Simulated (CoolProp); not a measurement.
R1123 along the isobar 6180 kPa: Z from the reference equation and from simpler models built on Tc = 331.7 K, pc = 4549 kPa, ω = 0.243; each cubic takes its own stable root.

The numbers come from the reference Helmholtz-energy equation of state, Akasaka 2020 in CoolProp.

```tsv
T (K)	phase	reference	van der Waals	Redlich-Kwong	Soave-Redlich-Kwong
282.1	liquid	0.1932	0.3043	0.2233	0.2155
298.6	liquid	0.1956	0.3047	0.2293	0.2218
315.1	liquid	…	0.3107	0.2425	0.2365
331.6	liquid	0.2244	0.3271	0.2719	0.2718
348.1	supercritical	0.3541	0.3707	…	0.4054
364.6	supercritical	…	…	0.5373	0.5859
381.1	supercritical	0.6601	0.6060	0.6361	0.6826
397.5	supercritical	0.7257	0.6740	0.7005	0.7469
414	supercritical	0.7743	…	0.7480	0.7948
430.5	supercritical	0.8121	0.7603	0.7849	…
447	supercritical	0.8425	0.7903	0.8146	0.8618
463.5	supercritical	0.8676	0.8150	0.8390	0.8862
480	supercritical	…	…	0.8594	0.9065
```

### Question
Fill in the missing entries.

### Answer

- 315.1, reference: 0.2034
- 348.1, Redlich-Kwong: 0.3643
- 364.6, reference: 0.5590
- 364.6, van der Waals: 0.4957
- 414, van der Waals: 0.7228
- 430.5, Soave-Redlich-Kwong: 0.8320
- 480, reference: 0.8886
- 480, van der Waals: 0.8358
